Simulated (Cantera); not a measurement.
Cantera with NASA thermochemical tables; ideal gases at 1 bar, condensed phases pure. Values are per mole of reaction as written; species without (g) are pure solids or liquids, kept so even where they would boil at 1 bar.

Question: Between 300 and 2798 K, where is each reaction favourable under standard conditions?
- 2 B + 2 O(g) → B2O2(g)

Answer: 
- 2 B + 2 O(g) → B2O2(g): ΔG° is -927 kJ at 300 K and -630 kJ at 2798 K; it stays negative (K > 1). ΔH° is -1094 kJ and ΔS° -166 J/K at 2798 K.
